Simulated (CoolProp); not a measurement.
c-C4F8 (RC318) at 293.15 K and 0.164 MPa is throttled through a valve to 0.107 MPa with no heat exchange. Each further row changes one setting.

Model: reference Helmholtz-energy equation of state, Platzer 1990, in CoolProp. This equation is an older, rougher fit.

| case | temperature change (K) | final density (kg/m³) |
|---|---|---|
| as stated | -1.0 | 9.12 |
| outlet pressure 0.0321 MPa | -2.2 | 2.68 |
| outlet pressure 0.139 MPa | -0.4 | 12.0 |
